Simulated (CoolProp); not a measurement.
A single-stage vapour-compression cycle with R407C: evaporating at 236.15 K (dew point), condensing at 288.15 K (bubble point), superheat 0 K, subcooling 0 K, compressor efficiency 0.7, no pressure losses. Each further row changes one setting.

Model: reference Helmholtz-energy equation of state, Lemmon 2003, in CoolProp. It is a pseudo-pure fit of the blend.

```csv
case,cooling COP,pressure ratio,discharge temperature (K),refrigerating effect (kJ/kg),volumetric capacity (kJ/m³)
as stated,2.17,9.04,341.4,168,764
evaporating temperature 241.15 K,2.48,7.12,335.6,171,974
condensing temperature 283.15 K,2.44,7.80,333.9,175,797
subcooling 5 K,2.26,9.04,341.4,175,797
superheat 10 K,2.16,9.04,353.2,176,761
compressor efficiency 0.6,1.86,9.04,354.4,168,764
```
